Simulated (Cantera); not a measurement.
**SiH2Cl2 + O3 + N2 (silicon oxide and oxynitride deposition)**

Input: 1 mol SiH2Cl2, 0.9 mol O3, 9.8 mol N2, at 75.0 Torr.

Equilibrium computed with Cantera from the NASA thermochemical tables; the gas is ideal and each condensed phase is pure. Candidate condensed phases: H2O, NH4Cl, Si, SiO2, Si2N2O, Si3N4; 47 gas species. The tables hold silica as quartz up to 1696 K and as liquid above; real silica turns to tridymite and cristobalite and melts near 1996 K. The numbers say what is thermodynamically allowed, not how fast it happens.

```
T (K)  log p N2  log p HCl  log p Cl  log p O2  log p H2O  log p Cl2  log p NO  log p OH  n SiO2(β-quartz)  n SiO2(condensed)
-----  --------  ---------  --------  --------  ---------  ---------  --------  --------  ----------------  -----------------
1323      -1.09      -1.83     -3.40     -2.61      -3.05      -3.15     -4.80     -6.37              1.00                  0
1373      -1.09      -1.83     -3.25     -2.61      -3.06      -3.23     -4.67     -6.14              1.00                  0
1423      -1.09      -1.83     -3.12     -2.61      -3.06      -3.30     -4.55     -5.93              1.00                  0
1473      -1.09      -1.83     -3.01     -2.62      -3.05      -3.39     -4.44     -5.72              1.00                  0
1523      -1.09      -1.84     -2.91     -2.62      -3.03      -3.49     -4.33     -5.52              1.00                  0
1573      -1.09      -1.84     -2.83     -2.63      -3.00      -3.60     -4.24     -5.33              1.00                  0
1623      -1.10      -1.85     -2.75     -2.64      -2.97      -3.71     -4.15     -5.15              1.00                  0
1673      -1.10      -1.85     -2.69     -2.65      -2.93      -3.82     -4.07     -4.98              1.00                  0
1723      -1.10      -1.86     -2.63     -2.66      -2.89      -3.93     -3.99     -4.82                 0               1.00
1773      -1.10      -1.87     -2.58     -2.68      -2.86      -4.05     -3.92     -4.66                 0              1.000
1823      -1.10      -1.88     -2.53     -2.70      -2.82      -4.16     -3.85     -4.52                 0              1.000
1873      -1.10      -1.89     -2.49     -2.71      -2.78      -4.27     -3.79     -4.38                 0              1.000
```
log p: log10 of the partial pressure in bar; n: condensed amount in mol.

From 1323 K to 1673 K the condensed part is SiO2(β-quartz). From 1723 K to 1873 K the condensed part is SiO2(condensed).
